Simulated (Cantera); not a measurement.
Input: 1 mol AlN, 1.1 mol O₂, 0.98 mol H₂, held at 1150 °C and 6700 Pa.

Equilibrium computed with Cantera from the NASA thermochemical tables; the gas is ideal and each condensed phase is pure. Candidate condensed phases: Al, AlN, Al₂O₃, H₂O; 35 gas species. Gases not in the tables: Al(OH)₃. The numbers say what is thermodynamically allowed, not how fast it happens.

Base state: H₂O 0.473, N₂ 0.338, H₂ 0.189, H 1.12e-5 (mole fractions); condensed: Al₂O₃(s).

What changes in the equilibrium state with this change: 0.36 mol CO₂ added?


```json
[
 {"species": "H₂O", "before": "0.473", "after": "0.442"},
 {"species": "N₂", "before": "0.338", "after": "0.272"},
 {"species": "CO₂", "before": "0", "after": "0.134"},
 {"species": "H₂", "before": "0.189", "after": "0.0903"},
 {"species": "CO", "before": "0", "after": "0.0619"},
 {"species": "H", "before": "1.12e-5", "after": "7.73e-6"},
 {"species": "Al₂O₃(s), mol", "before": "0.500", "after": "0.500"}
]
```
Further candidate phases: C, C₆H₆, C₇H₈, C₈H₁₈.

What changes in the equilibrium state with this change: 0.81 mol Cl₂ added?


```
species         before     after
-------------  -------  --------
HCl                  0     0.595
N₂               0.338     0.196
O₂               <1e-9    0.0936
H₂O              0.473    0.0872
H₂               0.189   7.05e-7
Cl                   0    0.0149
Cl₂                  0    0.0130
NO             7.28e-9  0.000274
ClO                  0   3.22e-5
Al₂O₃(s), mol    0.500     0.500
```
Further candidate phases: AlCl₃, NH₄Cl.
